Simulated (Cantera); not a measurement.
A perfectly stirred reactor is fed with CO : O2 : H2O : N2 = 0.0018 : 0.067 : 0.085 : 1 (molar parts), equivalence ratio 0.013, at 7500 Torr; it is held at 1075 K, and followed from long to short residence time.

Detailed kinetics in Cantera: GRI-Mech 3.0 (53 species, 325 reactions).

### Question
Predict: x(CO) at τ = 5.70 s; x(O2) at τ = 5.70 s; x(H2O) at τ = 5.70 s; x(CO2) at τ = 5.70 s; x(HO2) at τ = 5.70 s; x(CO) at τ = 61.0 ms; x(O2) at τ = 61.0 ms; x(H2O) at τ = 61.0 ms; x(CO2) at τ = 61.0 ms; x(HO2) at τ = 61.0 ms.

### Answer
| Quantity | Value |
|---|---|
| x(CO) at τ = 5.70 s | 0.000264 |
| x(O2) at τ = 5.70 s | 0.0575 |
| x(H2O) at τ = 5.70 s | 0.0737 |
| x(CO2) at τ = 5.70 s | 0.00130 |
| x(HO2) at τ = 5.70 s | 4.94e-7 |
| x(CO) at τ = 61.0 ms | 0.00141 |
| x(O2) at τ = 61.0 ms | 0.0580 |
| x(H2O) at τ = 61.0 ms | 0.0737 |
| x(CO2) at τ = 61.0 ms | 0.000154 |
| x(HO2) at τ = 61.0 ms | 1.53e-6 |
